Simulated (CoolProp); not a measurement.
Values from CoolProp's reference Helmholtz-energy equation of state, Penoncello 2003.

Question: For CHF3 (R23), give the phase and the cv (kJ/(kg K)) at 28.75 °C and 0.136 MPa; 122.95 °C and 0.0351 MPa; 194.85 °C and 21.4 MPa.

Answer: 
- 28.75 °C and 0.136 MPa: gas; cv 0.620
- 122.95 °C and 0.0351 MPa: gas; cv 0.747
- 194.85 °C and 21.4 MPa: supercritical; cv 0.904
